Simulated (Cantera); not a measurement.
A freely propagating, adiabatic, planar premixed flame of H₂ : O₂ : N₂ = 1 : 0.714 : 2.69 (molar parts), equivalence ratio 0.70, unburnt at 350 K and 2.00 bar; multicomponent transport, grid criteria slope 0.08 and curve 0.16, no radiation.

Computed with Cantera and the H2/O2 subset of GRI-Mech 3.0, which has no nitrogen chemistry. Burning velocities carry a grid error of a few per cent, more on coarse grids.

Predict: laminar burning velocity; thermal thickness; peak x(H₂O₂); peak x(H); peak x(O).


| Item | Result |
|---|---|
| laminar burning velocity | 138 cm/s |
| thermal thickness | 0.157 mm |
| peak x(H₂O₂) | 0.000109 |
| peak x(H) | 0.0105 |
| peak x(O) | 0.00628 |
